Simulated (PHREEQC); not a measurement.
Make-up at 20 °C: 0.017 mol/kgw NaHSO4, 0.0013 mol/kgw NaOH and 0.0073 mol/kgw NaCl. Closed to the air; pH follows from the charge balance.

The numbers come from PHREEQC with the ion-association model, phreeqc.dat.

- pH: 2.04
- ionic strength: 0.0468 mol/kgw
- specific conductance: 5720 µS/cm
- total alkalinity: -15.7 meq/kg

```csv
species,molality,activity,log γ
Na+,0.0250,0.0207,-0.081
SO4-2,0.0112,0.00532,-0.325
H+,0.0106,0.00908,-0.067
Cl-,0.00730,0.00599,-0.086
HSO4-,0.00511,0.00422,-0.083
NaSO4-,0.000642,0.000535,-0.079
```

Precipitation was switched off in this run. Complexes and solids missing from the database can't appear.
